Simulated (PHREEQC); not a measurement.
# City or well water (model solution)

A made-up water analysis in mg/kgw, 85 °C, pH 6.33, pe 12.1: Na 79.2; K 14.2; Ca 76.7; Mg 82.1; Cl 51.6; S(6) as SO4 451; Alkalinity as HCO3 238; O(0) (dissolved oxygen) 8.32; Pb 44.7; N(5) as NO3 1.75; Sr 0.356; Br 23; B 0.0538.

Valence states are taken as typed.

Model: ion-association model, phreeqc.dat, run in PHREEQC.

- ionic strength = 0.0170 mol/kgw
- specific conductance = 3000 µS/cm
- charge-balance error = -1.1 %

```
species  molality  activity   log γ
-------  --------  --------  ------
HCO3-     0.00345   0.00300  -0.061
Na+       0.00340   0.00295  -0.063
CO2       0.00318   0.00319   0.002
SO4-2     0.00283   0.00160  -0.248
Mg+2      0.00185   0.00107  -0.239
Ca+2      0.00150  0.000855  -0.244
Cl-       0.00145   0.00125  -0.065
MgSO4     0.00145   0.00145   0.002
K+       0.000354  0.000304  -0.065
CaSO4    0.000353  0.000354   0.002
Br-      0.000287  0.000246  -0.067
O2       0.000260  0.000261   0.002
PbCO3    0.000127  0.000127   0.002
MgHCO3+   7.56e-5   6.52e-5  -0.064
CaHCO3+   5.75e-5   5.01e-5  -0.060
```

No solid was allowed to form. Saturation is exceeded, for instance for Pb(OH)2, Cerussite; the values hold only as long as no solid forms. At this temperature some constants are extrapolated from 25 °C, and those without enthalpy data are left unchanged.
